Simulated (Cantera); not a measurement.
Charge: 1 mol SiCl4, 1.2 mol HCl, 0.39 mol H2, equilibrated at 950 K and 91000 Pa.

Cantera equilibrium calculation (NASA polynomials, part measured and part estimated; ideal gas, pure solids and liquids). Candidate condensed phases: Si; 19 gas species. The tables' values for SiCl3 are old estimates; treat these amounts as uncertain. Equilibrium is a limit: real reactors are often held back by kinetics, nucleation or transport.

Base state: HCl 0.464, SiCl4 0.386, H2 0.150, SiHCl3 0.000572, SiCl3 1.37e-5 (mole fractions); condensed: gas only.

Question: What changes in the equilibrium state with this change: H2 from 0.39 to 1.4 mol?

Answer: 
```tsv
species	before	after
H2	0.150	0.387
HCl	0.464	0.335
SiCl4	0.386	0.276
SiHCl3	0.000572	0.00147
SiCl3	1.37e-5	2.18e-5
```
